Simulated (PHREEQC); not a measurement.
Consider water at 70 °C with 1.7 mol LiBr, 0.36 mol K2SO4 and 0.076 mol LiCl per kg of water. Closed to the air; pH follows from the charge balance.

Computed with PHREEQC (ion-association model with the Davies equation for every ion, phreeqc.dat).

No solid was allowed to form.

**Question.** Estimate the ionic strength.

**Answer.** ionic strength 2.17 mol/kgw.

**Question.** In which forms is S present?

**Answer.** KSO4- 49 %, LiSO4- 46 %, SO4-2 4.9 % of the S.

Ionic strength above about 0.7 mol/kgw puts this run outside the model's range. Species that the database lacks are ignored. Away from 25 °C the constants follow the database's enthalpies or fits; those with neither stay at their 25 °C values.
